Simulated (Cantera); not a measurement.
**Low-pressure radical oxidation in H2/O2**

An isothermal, constant-pressure homogeneous reactor starts with 1.50 % H2, 27.4 % O2, 71.1 % N2, at 1425 K and 20.0 Torr.

Computed with Cantera and the H2/O2 subset of GRI-Mech 3.0, which has no nitrogen chemistry. Radical loss at walls, strong at low pressure, is not modelled.

```json
[
 {"t (s)": "0.000700", "x H2": "0.0150", "x O2": "0.274", "x OH": "3.83e-6", "x HO2": "1.95e-7", "x H": "1.84e-6", "x H2O": "6.21e-6", "x H2O2": "5.38e-10"},
 {"t (s)": "0.00231", "x H2": "0.000826", "x O2": "0.262", "x OH": "0.00248", "x HO2": "9.39e-7", "x H": "0.00209", "x H2O": "0.0119", "x H2O2": "3.58e-8"},
 {"t (s)": "0.00765", "x H2": "0.000251", "x O2": "0.261", "x OH": "0.00183", "x HO2": "8.07e-7", "x H": "0.00159", "x H2O": "0.0131", "x H2O2": "2.32e-8"},
 {"t (s)": "0.0253", "x H2": "0.000213", "x O2": "0.262", "x OH": "0.00169", "x HO2": "7.60e-7", "x H": "0.00121", "x H2O": "0.0134", "x H2O2": "2.22e-8"},
 {"t (s)": "0.0837", "x H2": "0.000130", "x O2": "0.265", "x OH": "0.00132", "x HO2": "6.21e-7", "x H": "0.000554", "x H2O": "0.0140", "x H2O2": "1.88e-8"},
 {"t (s)": "0.277", "x H2": "4.03e-5", "x O2": "0.267", "x OH": "0.000740", "x HO2": "3.40e-7", "x H": "9.21e-5", "x H2O": "0.0147", "x H2O2": "1.11e-8"},
 {"t (s)": "0.915", "x H2": "6.56e-6", "x O2": "0.268", "x OH": "0.000299", "x HO2": "9.99e-8", "x H": "5.95e-6", "x H2O": "0.0150", "x H2O2": "3.75e-9"},
 {"t (s)": "3.02", "x H2": "9.52e-7", "x O2": "0.268", "x OH": "0.000114", "x HO2": "2.59e-8", "x H": "3.28e-7", "x H2O": "0.0151", "x H2O2": "8.93e-10"},
 {"t (s)": "10.0", "x H2": "1.99e-7", "x O2": "0.268", "x OH": "5.23e-5", "x HO2": "1.88e-8", "x H": "3.15e-8", "x H2O": "0.0151", "x H2O2": "2.50e-10"}
]
```
x: mole fraction; the columns are a selection and need not sum to one.

Equilibrium at this temperature and pressure: H2 1.19e-7, O2 0.268, OH 4.04e-5, HO2 2.09e-8, H 1.45e-8, H2O 0.0151, H2O2 1.68e-10 (gas phase only).
